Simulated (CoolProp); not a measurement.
Computed with CoolProp (reference Helmholtz-energy equation of state, Lemmon 2006). It is a short technical equation, of lower accuracy than the large ones.

Question: For acetone, give the phase and the Joule-Thomson coefficient (K/MPa), fugacity coefficient at 511.6 K and 16.2 MPa; 511.6 K and 18 MPa; 511.6 K and 23.5 MPa.

Answer: 
- 511.6 K and 16.2 MPa: supercritical; Joule-Thomson coefficient 0.329, fugacity coefficient 0.259
- 511.6 K and 18 MPa: supercritical; Joule-Thomson coefficient 0.251, fugacity coefficient 0.244
- 511.6 K and 23.5 MPa: supercritical; Joule-Thomson coefficient 0.0917, fugacity coefficient 0.214
